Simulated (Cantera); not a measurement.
An adiabatic, constant-pressure homogeneous reactor starts with 17.3 % CH4, 8.65 % H2, 15.6 % O2, 58.5 % N2, equivalence ratio 2.5, at 1675 K and 9.87 atm.

Cantera simulation using GRI-Mech 3.0 (53 species, 325 reactions); the numbers are that mechanism's predictions, not measurements.

x: mole fraction; the columns are a selection and need not sum to one.

```
t (s)     T (K)     x CH4    x H2     x O2   x CH2CO     x CO      x O
--------  -----  --------  ------  -------  --------  -------  -------
2.00e-6    1675     0.173  0.0865    0.156  1.69e-10  4.56e-7  7.36e-7
8.29e-6    1695     0.168  0.0855    0.152         …        …        …
3.44e-5    2557   0.00312   0.208  1.91e-6   5.81e-5    0.105  6.87e-6
0.000143   2529  0.000326   0.251  8.14e-7   1.66e-6    0.135  4.64e-6
0.000591   2526         …   0.254  8.08e-7  1.03e-11    0.136  4.70e-6
0.00245    2527   6.01e-9   0.254  8.15e-7  7.89e-12    0.136  4.74e-6
0.0102     2527   5.94e-9   0.254  8.17e-7  7.79e-12    0.136  4.75e-6
0.0421     2527   5.94e-9   0.254  8.17e-7  7.79e-12    0.136  4.75e-6
0.175      2527   5.94e-9   0.254  8.17e-7  7.79e-12    0.136  4.75e-6
0.724      2527   5.94e-9   0.254  8.17e-7  7.79e-12    0.136  4.75e-6
3.00       2527   5.94e-9   0.254  8.17e-7  7.79e-12    0.136  4.75e-6
```

Problem. What belongs in the gaps?

Solution. 
- 8.29e-6, x CH2CO: 5.22e-6
- 8.29e-6, x CO: 0.000438
- 8.29e-6, x O: 5.71e-6
- 0.000591, x CH4: 7.46e-9
